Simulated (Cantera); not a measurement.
A freely propagating, adiabatic, planar premixed flame of H2 : O2 : N2 = 1 : 0.333 : 1.33 (molar parts), unburnt at 398 K and 10.0 bar; mixture-averaged transport, grid criteria slope 0.08 and curve 0.16, no radiation.

Detailed kinetics in Cantera: the H2/O2 subset of GRI-Mech 3.0, which has no nitrogen chemistry. The hydrogen kinetics of GRI-Mech 3.0 are dated; newer H2 mechanisms differ, most at raised pressure. Burning velocities carry a grid error of a few per cent, more on coarse grids.

Question: Predict: laminar burning velocity; thermal thickness; peak x(OH); peak x(H); peak x(O).

Answer: 
```json
{
  "laminar_burning_velocity": "373 cm/s",
  "thermal_thickness": "0.0212 mm",
  "peak x(OH)": "0.00635",
  "peak x(H)": "0.0300",
  "peak x(O)": "0.00226"
}
```
